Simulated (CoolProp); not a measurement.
Tetrahydrofuran at several states: fugacity coefficient from the reference equation and from simpler models built on Tc = 540.2 K, pc = 5304 kPa, ω = 0.234; each cubic takes its own stable root.

Model: reference Helmholtz-energy equation of state, Fiedler 2023, in CoolProp.

```
T (K)  p (kPa)   phase  reference
-----  -------  ------  ---------
549.9     1130     gas     0.9325
493.1    14900  liquid     0.1963
426.2     12.7     gas     0.9983
541.7     65.5     gas     0.9959
207.6     4380  liquid   1.306e-5
334.2     5590  liquid    0.01783
```

Question: How far does each simpler model (Redlich-Kwong, Soave-Redlich-Kwong) lie from the reference over these 6 states: mean and median of the absolute difference, and the worst?

Answer: 
- Redlich-Kwong: mean 45.1 %, median 7.5 %, worst +182.4 % at 207.6 K and 4380 kPa
- Soave-Redlich-Kwong: mean 1.2 %, median 0.2 %, worst +6.5 % at 493.1 K and 14900 kPa
